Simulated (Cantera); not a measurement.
Gas mixture: 48.2 % H2O, 51.8 % NO, at 4.50 bar, frozen composition.

Cantera's kinetic-theory transport with the Lennard-Jones parameters of GRI-Mech 3.0, ideal gas; thermal conductivity in the multicomponent form. Polar gases are described roughly by these parameters. The composition is frozen, though it would react at the higher temperatures.

D: mixture-averaged diffusion coefficient of that species in the mixture.

| T (K) | ρ (kg/m³) | cp (J/kg/K) | μ (µPa s) | λ (mW/m/K) | Pr | D (cm²/s) N2 | D (cm²/s) NO | D (cm²/s) H2O |
|---|---|---|---|---|---|---|---|---|
| 400 | 3.28 | 1322 | 18.8 | 36.6 | 0.680 | 0.0820 | 0.0880 | 0.0880 |
| 650 | 2.02 | 1411 | 28.4 | 60.1 | 0.667 | 0.193 | 0.216 | 0.216 |
| 900 | 1.46 | 1510 | [?] | [?] | 0.665 | [?] | [?] | [?] |
| 1150 | 1.14 | 1600 | 45.0 | 108 | 0.666 | 0.513 | 0.589 | 0.589 |
| 1400 | 0.937 | 1677 | 52.3 | 132 | 0.667 | 0.713 | 0.825 | 0.825 |
| 1650 | 0.795 | 1742 | [?] | [?] | 0.667 | [?] | [?] | [?] |
| 1900 | 0.690 | 1796 | 65.7 | 177 | 0.668 | 1.19 | 1.38 | 1.38 |
| 2150 | 0.610 | 1840 | 71.8 | 198 | 0.668 | 1.46 | 1.70 | 1.70 |

### Question
Complete the blanks.

### Answer

- 900, μ (µPa s): 37.1
- 900, λ (mW/m/K): 84.1
- 900, D (cm²/s) N2: 0.338
- 900, D (cm²/s) NO: 0.385
- 900, D (cm²/s) H2O: 0.385
- 1650, μ (µPa s): 59.2
- 1650, λ (mW/m/K): 155
- 1650, D (cm²/s) N2: 0.939
- 1650, D (cm²/s) NO: 1.09
- 1650, D (cm²/s) H2O: 1.09
